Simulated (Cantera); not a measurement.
Cantera run:

```python
import numpy as np
import cantera as ct

gas_names = [...]  # 110 gases of nasa_gas.yaml made of C, H, O
cond_names = """
    C(gr) C6H6(L) C7H8(L) C8H18(L),n-octa H2O(s) H2O(L)
""".split()


# ... load() reads the species with a 1 bar reference pressure and builds the phases ...
atoms = {
    'CH4': {'C': 1, 'H': 4},
    'H2O': {'H': 2, 'O': 1},
    'H2': {'H': 2},
}
top_T = {'C(gr)': 4500}  # K; cautious upper limits of use, not melting points


# ... equilibrate(T, P, feed) seeds the gas with the atoms and calls Mixture.equilibrate('TP', solver="vcs", rtol=1e-11, max_steps=5000) ...
results = []
feed = {'CH4': 1, 'H2O': 1.1, 'H2': 48}  # mol
T = 2248  # K
P = 100000  # Pa
mix = equilibrate(T, P, feed)
results.append((T, P, feed, dict(zip(mix.species_names, mix.species_moles))))
x = sorted(zip(gas.X, gas.species_names), reverse=True)
print(f"T = {T:g} K  P = {P:g} Pa  gas = {mix.phase_moles(0):.4g} mol")
print("   x: " + "  ".join(f"{s} {v:.3e}" for v, s in x if v > 1e-06))
print("   condensed (mol): " + ("  ".join(f"{mix.phase(i).name} {mix.phase_moles(i):.4g}"
      for i in range(1, mix.n_phases) if mix.phase_moles(i) > 1e-12) or "none"))
```

Result:

```
T = 2248 K  P = 100000 Pa  gas = 52.29 mol
   x: H2 9.717e-01  CO 1.912e-02  H 7.242e-03  H2O 1.904e-03  CO2 6.885e-06  OH 2.125e-06
   condensed (mol): none
```

Method: chemical equilibrium by Gibbs-energy minimisation in Cantera with the NASA 1993 tables (ideal gas, pure condensed phases).
